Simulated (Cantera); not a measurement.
Feed: 1 mol PbO, 620 mol H2, 0.37 mol H2O, held at 1173.15 K.

Cantera equilibrium calculation (NASA polynomials, part measured and part estimated; ideal gas, pure solids and liquids). Candidate condensed phases: H2O, Pb, PbO, PbO2, Pb3O4; 12 gas species. The numbers say what is thermodynamically allowed, not how fast it happens.

**Question.** What share of the Pb ends up in condensed phases as a function of P (Pa), at 10, 52, 270, 1400, 7200, 37000, 190000, 1000000?

**Answer.** 
```json
[
 {"P (Pa)": "10", "Pb condensed (%)": "0.0", "as": "-"},
 {"P (Pa)": "52", "Pb condensed (%)": "0.0", "as": "-"},
 {"P (Pa)": "270", "Pb condensed (%)": "0.0", "as": "-"},
 {"P (Pa)": "1400", "Pb condensed (%)": "0.0", "as": "-"},
 {"P (Pa)": "7200", "Pb condensed (%)": "0.0", "as": "-"},
 {"P (Pa)": "37000", "Pb condensed (%)": "29.0", "as": "Pb(l)"},
 {"P (Pa)": "190000", "Pb condensed (%)": "86.2", "as": "Pb(l)"},
 {"P (Pa)": "1000000", "Pb condensed (%)": "97.4", "as": "Pb(l)"}
]
```
